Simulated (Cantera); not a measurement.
Feed: 1 mol SiCl4, 1.4 mol HCl, 0.8 mol H2, at 500 K and 18000 Torr.

These are equilibrium values from Cantera (NASA tables, ideal gas, pure condensed phases), not measurements of a reactor. Candidate condensed phases: Si; 19 gas species. Rates play no part.

Base state: HCl 0.438, SiCl4 0.312, H2 0.250 (mole fractions); condensed: gas only.

### Question
What changes in the equilibrium state with this change: SiCl4 replaced by Si?

### Answer
```
species      before    after
----------  -------  -------
H2            0.250    0.767
SiHCl3      2.84e-7    0.134
SiCl4         0.312   0.0923
HCl           0.438  8.41e-7
SiH2Cl2       <1e-9  0.00669
SiH3Cl        <1e-9  5.72e-5
Si(s), mol        0    0.584
```
